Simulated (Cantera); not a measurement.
**Thermodynamics of abatement and gas-phase synthesis, feed H2S + H2 + O2 + SO2**

Input: 1 mol H2S, 0.09 mol H2, 0.36 mol O2, 0.52 mol SO2, at 1775 °C and 23300 Torr.

These are equilibrium values from Cantera (NASA tables, ideal gas, pure condensed phases), not measurements of a reactor. Candidate condensed phases: H2O, H2SO4, S; 19 gas species. The ideal-gas law is rough above about 30 bar. Equilibrium is a limit: real reactors are often held back by kinetics, nucleation or transport.

The x(H2O) is 0.414. The x(SO2) comes out as 0.215. The x(S2) comes out as 0.208. The x(H2S) is 0.0704 and the x(H2) is 0.0534. The x(S2O) is 0.0154. The x(SO) comes out as 0.0153, the x(SH) comes out as 0.00836 and the x(S) is 0.000354. The gas amount comes out as 2.012 mol and the log10 activity of S(l) (absent) is -1.20.
